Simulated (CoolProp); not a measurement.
The numbers come from the reference Helmholtz-energy equation of state, Lemmon 2006 in CoolProp. It is a short technical equation, of lower accuracy than the large ones.

Problem. For isopentane, give the phase and the Z, speed of sound (m/s), Joule-Thomson coefficient (K/MPa), expansivity (1/kK) at 500 K and 1060 kPa; 500 K and 2110 kPa; 500 K and 6330 kPa.

Solution. 
- 500 K and 1060 kPa: gas; Z 0.914, speed of sound 226, Joule-Thomson coefficient 6.59, expansivity 2.70
- 500 K and 2110 kPa: gas; Z 0.818, speed of sound 205, Joule-Thomson coefficient 7.58, expansivity 3.87
- 500 K and 6330 kPa: supercritical; Z 0.375, speed of sound 182, Joule-Thomson coefficient 4.47, expansivity 13.5
